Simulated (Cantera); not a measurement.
Premixed flame

A freely propagating, adiabatic, planar premixed flame of CO : H₂ : O₂ : N₂ = 1 : 0.082 : 0.492 : 1.85 (molar parts), equivalence ratio 1.1, unburnt at 650 K and 1.10 bar; mixture-averaged transport, grid criteria slope 0.08 and curve 0.16, no radiation.

Detailed kinetics in Cantera: GRI-Mech 3.0 (53 species, 325 reactions). Burning velocities carry a grid error of a few per cent, more on coarse grids.

```
z (mm)  T (K)  u (m/s)    x CO     x H₂    x O₂    x CO₂     x H₂O    x N₂O
------  -----  -------  ------  -------  ------  -------  --------  -------
-2.40     650     1.95   0.292   0.0239   0.144    <1e-8     <1e-8    <1e-8
-1.60     650     1.95   0.292   0.0239   0.144    <1e-8     <1e-8    <1e-8
-1.20     650     1.95   0.292   0.0239   0.144    <1e-8   2.86e-8    <1e-8
-0.801    650     1.95   0.292   0.0237   0.144  9.71e-8   8.04e-7    <1e-8
-0.400    655     1.96   0.292   0.0221   0.144  8.28e-5  0.000122    <1e-8
-0.200    789     2.35   0.286   0.0174   0.139  0.00691   0.00328    <1e-8
0        1225     3.58   0.245  0.00663   0.110   0.0520    0.0146  6.89e-8
0.200    1559     4.44   0.185  0.00222  0.0712    0.120    0.0163  2.26e-7
0.400    1740     4.88   0.152  0.00225  0.0542    0.159    0.0136  2.42e-7
0.801    1919     5.30   0.135  0.00239  0.0461    0.182    0.0146  2.41e-7
1.60     2090     5.70   0.123  0.00219  0.0413    0.197    0.0175  2.58e-7
3.20     2244     6.06   0.110  0.00185  0.0357    0.214    0.0198  2.76e-7
6.41     2376     6.35  0.0966  0.00153  0.0296    0.231    0.0215  2.90e-7
```
x: mole fraction of selected species; z is measured from the peak of heat release.

The laminar burning velocity comes out as 195 cm/s, the thermal thickness comes out as 0.801 mm and the grid points comes out as 146.
